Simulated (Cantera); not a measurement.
Cantera run:

```python
import numpy as np
import cantera as ct

gas_names = """
    CL CL2 H HCL H2 Si SiCL SiCL2 SiCL3 SiCL4 SiH SiHCL3 SiH2 SiH2CL2 SiH3 SiH3CL SiH4 Si2 Si3
""".split()
cond_names = """
    Si(cr) Si(L)
""".split()


# ... load() reads the species with a 1 bar reference pressure and builds the phases ...
atoms = {
    'SiCl4': {'Si': 1, 'CL': 4},
    'HCl': {'H': 1, 'CL': 1},
    'H2': {'H': 2},
}
top_T = {}  # K; cautious upper limits of use, not melting points


# ... equilibrate(T, P, feed) seeds the gas with the atoms and calls Mixture.equilibrate('TP', solver="vcs", rtol=1e-11, max_steps=5000) ...
results = []
feed = {'SiCl4': 1, 'HCl': 0.1, 'H2': 190}  # mol
P = 1000  # Pa
for T in [1473, 1548, 1623, 1698, 1773, 1848, 1923, 1998, 2073, 2148]:
    mix = equilibrate(T, P, feed)
    results.append((T, P, feed, dict(zip(mix.species_names, mix.species_moles))))

top = {s: max(r[3][s] / sum(r[3][g] for g in gas_names) for r in results) for s in gas_names}
cols = sorted((s for s in top if top[s] > 1e-06), key=lambda s: -top[s])[:5]
seen = [c for c in cond_names if any(r[3].get(c, 0) > 1e-12 for r in results)]
print("log10 of partial pressures in bar; condensed amounts in mol")
print(f"{'T/K':>10s}" + "".join(f"{s[:9]:>10s}" for s in cols + seen))
for T, P, feed, n in results:
    ng = sum(n[g] for g in gas_names)
    print(f"{T:10.4g}" + "".join(f"{np.log10(max(n[s] / ng * P / 1e5, 1e-99)):10.3f}" for s in cols)
          + "".join(f"{n.get(c, 0):10.4g}" for c in seen))
```

It prints:

```
log10 of partial pressures in bar; condensed amounts in mol
       T/K        H2         H       HCL        Si     SiCL2    Si(cr)     Si(L)
      1473    -2.009    -5.902    -3.721    -8.262    -4.936    0.7754         0
      1548    -2.009    -5.516    -3.724    -7.498    -4.916    0.7642         0
      1623    -2.009    -5.165    -3.726    -6.806    -4.899    0.7507         0
      1698    -2.009    -4.845    -3.728    -6.183    -4.891         0    0.7312
      1773    -2.010    -4.551    -3.724    -5.672    -4.931         0     0.715
      1848    -2.012    -4.281    -3.722    -5.203    -4.970         0    0.6354
      1923    -2.014    -4.033    -3.722    -4.770    -5.010         0    0.4089
      1998    -2.018    -3.804    -3.720    -4.430    -5.101         0         0
      2073    -2.023    -3.591    -3.707    -4.376    -5.422         0         0
      2148    -2.029    -3.395    -3.706    -4.349    -5.764         0         0
```

These are equilibrium values from Cantera (NASA tables, ideal gas, pure condensed phases), not measurements of a reactor. The tables' values for SiCl are old estimates; treat these amounts as uncertain. Gases not in the tables: Si2H6 and higher silanes.
